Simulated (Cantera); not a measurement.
**Thermodynamics of silicon carbide growth, feed SiH4 + C2H2 + H2**

Feed: 1 mol SiH4, 1.3 mol C2H2, 120 mol H2, held at 1.30 mbar.

Cantera equilibrium calculation (NASA polynomials, part measured and part estimated; ideal gas, pure solids and liquids). Candidate condensed phases: C, C6H6, C7H8, C8H18, Si, SiC; 87 gas species. Gases not in the tables: Si2H6 and higher silanes. The numbers say what is thermodynamically allowed, not how fast it happens.

| T (°C) | log p H2 | log p H | log p Si | log p C2H2 (acetylene) | log p SiC2 | n C(graphite) | n SiC(s) |
|---|---|---|---|---|---|---|---|
| 700 | -2.89 | -10.41 | <-14 | -12.15 | <-14 | 1.58 | 1.00 |
| 800 | -2.89 | -9.30 | <-14 | -11.03 | <-14 | 1.59 | 1.00 |
| 900 | -2.89 | -8.37 | <-14 | -10.10 | <-14 | 1.60 | 1.00 |
| 1000 | -2.89 | -7.59 | -13.33 | -9.32 | <-14 | 1.60 | 1.00 |
| 1100 | -2.89 | -6.92 | -11.78 | -8.65 | <-14 | 1.60 | 1.00 |
| 1200 | -2.89 | -6.34 | -10.45 | -8.07 | -13.31 | 1.60 | 1.000 |
| 1300 | -2.89 | -5.83 | -9.28 | -7.57 | -11.78 | 1.59 | 1.000 |
| 1400 | -2.89 | -5.39 | -8.25 | -7.13 | -10.44 | 1.59 | 0.999 |
| 1500 | -2.89 | -4.99 | -7.34 | -6.74 | -9.25 | 1.57 | 0.995 |
| 1600 | -2.89 | -4.64 | -6.53 | -6.40 | -8.19 | 1.55 | 0.969 |
| 1700 | -2.90 | -4.32 | -5.81 | -6.10 | -7.24 | 1.60 | 0.831 |
| 1800 | -2.92 | -4.04 | -5.15 | -5.83 | -6.39 | 2.01 | 0.190 |
| 1900 | -2.95 | -3.79 | -5.06 | -5.60 | -6.13 | 1.92 | 0 |
log p: log10 of the partial pressure in bar; n: condensed amount in mol.

From 700 °C to 1800 °C the condensed part is C(graphite) + SiC(s). At 1900 °C the condensed part is C(graphite).
